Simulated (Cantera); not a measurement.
An adiabatic, constant-pressure homogeneous reactor starts with CH4 : H2 : O2 : N2 = 1 : 0.72 : 3.52 : 20.8 (molar parts), equivalence ratio 0.67, at 1175 K and 13.0 bar. Integrator tolerance rtol = 1e-08.

Cantera simulation using GRI-Mech 3.0 (53 species, 325 reactions); the numbers are that mechanism's predictions, not measurements. The pressure lies above the range GRI-Mech 3.0 was tuned for (to about 10 atm).

Question: What does this change do: initial temperature 1175 to 1648 K?

Answer: 
```tsv
quantity	before	after
time of steepest temperature rise	0.568 ms	13.2 µs
temperature at 2.00 s	2168 K	2553 K
equilibrium temperature	2168 K	2553 K
x(CH4) at 2.00 s	<1e-12 (gas-phase equilibrium <1e-12)	<1e-12 (gas-phase equilibrium <1e-12)
x(H2) at 2.00 s	0.000133 (gas-phase equilibrium 0.000133)	0.00109 (gas-phase equilibrium 0.00109)
x(O2) at 2.00 s	0.0422 (gas-phase equilibrium 0.0422)	0.0393 (gas-phase equilibrium 0.0393)
x(H2O2) at 2.00 s	2.41e-7 (gas-phase equilibrium 2.41e-7)	5.70e-7 (gas-phase equilibrium 5.70e-7)
x(CH3) at 2.00 s	<1e-12 (gas-phase equilibrium <1e-12)	<1e-12 (gas-phase equilibrium <1e-12)
```

Question: What does this change do: initial temperature 1175 to 1450 K?

Answer: 
```
quantity                                                              before                                      after
---------------------------------  -----------------------------------------  -----------------------------------------
time of steepest temperature rise                                   0.568 ms                                    42.8 µs
temperature at 2.00 s                                                 2168 K                                     2398 K
equilibrium temperature                                               2168 K                                     2398 K
x(CH4) at 2.00 s                       <1e-12 (gas-phase equilibrium <1e-12)      <1e-12 (gas-phase equilibrium <1e-12)
x(H2) at 2.00 s                    0.000133 (gas-phase equilibrium 0.000133)  0.000509 (gas-phase equilibrium 0.000509)
x(O2) at 2.00 s                        0.0422 (gas-phase equilibrium 0.0422)      0.0405 (gas-phase equilibrium 0.0405)
x(H2O2) at 2.00 s                    2.41e-7 (gas-phase equilibrium 2.41e-7)    4.20e-7 (gas-phase equilibrium 4.20e-7)
x(CH3) at 2.00 s                       <1e-12 (gas-phase equilibrium <1e-12)      <1e-12 (gas-phase equilibrium <1e-12)
```
